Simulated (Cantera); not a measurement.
Input: 1 mol SiH4, 33 mol N2, held at 1377 °C and 110 Pa.

These are equilibrium values from Cantera (NASA tables, ideal gas, pure condensed phases), not measurements of a reactor. Candidate condensed phases: Si, Si3N4; 18 gas species. Kinetics and transport are ignored.

Base state: N2 0.941, H2 0.0579, H 0.000659, Si 0.000186 (mole fractions); condensed: Si3N4(s).

**Question.** What changes in the equilibrium state with this change: pressure from 110 Pa to 38.0 Pa?

**Answer.** 
```csv
species,before,after
N2,0.941,0.942
H2,0.0579,0.0565
H,0.000659,0.00111
Si,0.000186,0.000705
Si2N,5.77e-6,1.69e-5
"Si3N4(s), mol",0.331,0
"Si(s), mol",0,0.973
```
